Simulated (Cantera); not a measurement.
A freely propagating, adiabatic, planar premixed flame of 55.7 % H2, 9.31 % O2, 34.9 % N2, unburnt at 600 K and 120 Torr; mixture-averaged transport, grid criteria slope 0.08 and curve 0.16, no radiation.

Cantera simulation using the H2/O2 subset of GRI-Mech 3.0, which has no nitrogen chemistry; the numbers are that mechanism's predictions, not measurements. Burning velocities carry a grid error of a few per cent, more on coarse grids.

Q: Predict: laminar burning velocity; thermal thickness; peak x(O); peak x(H2O2); peak x(OH).

A: 
```
Quantity                    Result
------------------------  --------
laminar burning velocity  636 cm/s
thermal thickness          5.31 mm
peak x(O)                  0.00224
peak x(H2O2)               5.11e-7
peak x(OH)                 0.00148
```
